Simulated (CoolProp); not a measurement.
Model: reference Helmholtz-energy equation of state, Penoncello 2003, in CoolProp.

**Question.** Give the vapour pressure (kPa), liquid density (kg/m³), enthalpy of vaporisation (kJ/kg), liquid cp (kJ/(kg K)) of saturated CHF3 (R23) at 229.6, 273.8 K.

**Answer.** 
```tsv
T (K)	p (kPa)	liquid density (kg/m³)	enthalpy of vaporisation (kJ/kg)	liquid cp (kJ/(kg K))
229.6	618	1290	203	1.35
273.8	2540	1030	136	1.87
```
